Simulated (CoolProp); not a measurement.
The fluid at 300 K and 0.508 MPa is throttled through a valve to 0.209 MPa with no heat exchange. The same conditions are run with several fluids, on thermodynamics alone (safety and materials aside).

Model: reference Helmholtz-energy equation of state of each fluid (octamethylcyclotetrasiloxane (D4): Thol 2015; R1336mzz(E): Akasaka 2023; R1336mzz(Z): McLinden 2020; R142b: Lemmon 2006; R123: Younglove 1994), in CoolProp.

| fluid | temperature change (K) | final phase | final density (kg/m³) |
|---|---|---|---|
| octamethylcyclotetrasiloxane (D4) | +0.1 | liquid | ? |
| R1336mzz(E) | +0.1 | liquid | ? |
| R1336mzz(Z) | +0.1 | liquid | ? |
| R142b | -16.6 | ? | ? |
| R123 | +0.1 | liquid | ? |

Q: Some entries are withheld; supply them.

A: 
- octamethylcyclotetrasiloxane (D4), final density (kg/m³): 949
- R1336mzz(E), final density (kg/m³): 1320
- R1336mzz(Z), final density (kg/m³): 1360
- R142b, final phase: two-phase, vapour fraction 0.102
- R142b, final density (kg/m³): 87.3
- R123, final density (kg/m³): 1460
